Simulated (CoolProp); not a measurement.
Model: reference Helmholtz-energy equation of state, Lemmon 2006, in CoolProp. It is a short technical equation, of lower accuracy than the large ones.

**Question.** For C2F6 (R116), give the phase and the Joule-Thomson coefficient (K/MPa), expansivity (1/kK), Prandtl number at 425 K and 2590 kPa.

**Answer.** 
- 425 K and 2590 kPa: gas; Joule-Thomson coefficient 3.30, expansivity 3.18, Prandtl number 0.840

Viscosity comes from a separate model (Huber 2003), an estimate that may be off by 10 % or more. Thermal conductivity comes from a separate model (Huber 2003), an estimate that may be off by 10 % or more.
